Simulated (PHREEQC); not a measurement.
Dissolve 0.16 mol/kgw CdCl2 and 0.22 mol/kgw KCl at 5 °C. Closed to the air; pH follows from the charge balance.

Model: ion-association model, phreeqc.dat, run in PHREEQC.

```tsv
quantity	before	after
pH	5.45	5.56
ionic strength (mol/kgw)	0.343	0.191
Cl- (mol/kgw)	0.324	0.179
SI of Sylvite (KCl)	-2.27	-2.78
```

### Question
What was changed between the two runs?
(A) KCl from 0.22 to 0.044 mol/kgw
(B) KCl replaced by KNO3 at the same molality
(C) diluted 2-fold with water
(D) diluted 5-fold with water
(E) KCl from 0.22 to 0.022 mol/kgw

### Answer
C, diluted 2-fold with water

No solid was allowed to form. At this temperature some constants are extrapolated from 25 °C, and those without enthalpy data are left unchanged.
